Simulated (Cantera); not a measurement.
Input: 1 mol Si₃N₄, 0.017 mol H₂O, 4.1 mol H₂, held at 2.10 bar.

Equilibrium computed with Cantera from the NASA thermochemical tables; the gas is ideal and each condensed phase is pure. Candidate condensed phases: H₂O, Si, SiO₂, Si₂N₂O, Si₃N₄; 35 gas species. Mutual solubility and eutectic melting of coexisting phases are not modelled. Rates play no part. All values below are at 1002 °C.

Base state: H₂ 0.999, N₂ 0.00137, NH₃ 1.07e-5 (mole fractions); condensed: Si₂N₂O(s) + Si₃N₄(s).

Problem. What changes in the equilibrium state with this change: Si₃N₄ replaced by SiC?

Solution. 
```
species               before    after
-------------------  -------  -------
H₂                     0.999    0.998
CH₄                        0  0.00206
N₂                   0.00137        0
NH₃                  1.07e-5        0
Si₂N₂O(s), mol        0.0170        0
Si₃N₄(s), mol          0.989        0
SiC(s), mol                0    0.992
SiO₂(β-quartz), mol        0  0.00849
```
The tables hold silica as quartz up to 1696 K and as liquid above; real silica turns to tridymite and cristobalite and melts near 1996 K. Further candidate phases: C, C₆H₆, C₇H₈, C₈H₁₈, SiC.
